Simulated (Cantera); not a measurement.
Charge: 1 mol SiCl4, 0.043 mol HCl, 7 mol H2, held at 2048 K and 13.3 mbar.

These are equilibrium values from Cantera (NASA tables, ideal gas, pure condensed phases), not measurements of a reactor. Candidate condensed phases: Si; 19 gas species. The tables' values for SiCl, SiCl3 are old estimates; treat these amounts as uncertain. Gases not in the tables: Si2H6 and higher silanes. Kinetics and transport are ignored.

Base state: H2 0.644, HCl 0.227, SiCl2 0.102, H 0.0156, Cl 0.00407, Si 0.00319, SiCl 0.00247, SiCl3 0.000653 (mole fractions); condensed: gas only.

What changes in the equilibrium state with this change: SiCl4 replaced by Si(CH3)4?


```tsv
species	before	after
H2	0.644	0.976
H	0.0156	0.0192
HCl	0.227	0.00321
SiCl2	0.102	1.56e-6
Si	0.00319	0.000370
C2H2 (acetylene)	0	0.00102
SiCl3	0.000653	<1e-9
SiC2	0	1.90e-5
C(graphite), mol	0	2.98
SiC(s), mol	0	0.994
```
Further candidate phases: C, C6H6, C7H8, C8H18, SiC.

What changes in the equilibrium state with this change: temperature from 2048 K to 1473.15 K?


```json
[
 {"species": "H2", "before": "0.644", "after": "0.676"},
 {"species": "HCl", "before": "0.227", "after": "0.213"},
 {"species": "SiCl2", "before": "0.102", "after": "0.0991"},
 {"species": "H", "before": "0.0156", "after": "9.02e-5"},
 {"species": "Si2", "before": "2.08e-5", "after": "<1e-9"},
 {"species": "Si", "before": "0.00319", "after": "1.94e-7"}
]
```
The tables' values for SiCl3 are old estimates; treat these amounts as uncertain.
